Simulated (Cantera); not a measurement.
A closed system holds: 1 mol Al(CH3)3, 29 mol O2, 26 mol N2, 5 mol H2O, at 673.15 K and 34.5 Torr.

Equilibrium computed with Cantera from the NASA thermochemical tables; the gas is ideal and each condensed phase is pure. Candidate condensed phases: Al, AlN, Al2O3, C, C6H6, C7H8, C8H18, H2O; 148 gas species. The feed counts by its element totals alone. Rates play no part.

Base state: N2 0.423, O2 0.374, H2O 0.154, CO2 0.0488 (mole fractions); condensed: Al2O3(s).

What changes in the equilibrium state with this change: temperature from 673.15 K to 1900 K?


```tsv
species	before	after
N2	0.423	0.419
O2	0.374	0.369
H2O	0.154	0.152
NO	1.47e-7	0.00555
OH	<1e-9	0.00375
CO2	0.0488	0.0485
O	<1e-9	0.000845
CO	<1e-9	0.000204
H2	<1e-9	0.000152
H	<1e-9	4.56e-5
Al2O3(s), mol	0.500	0.500
```
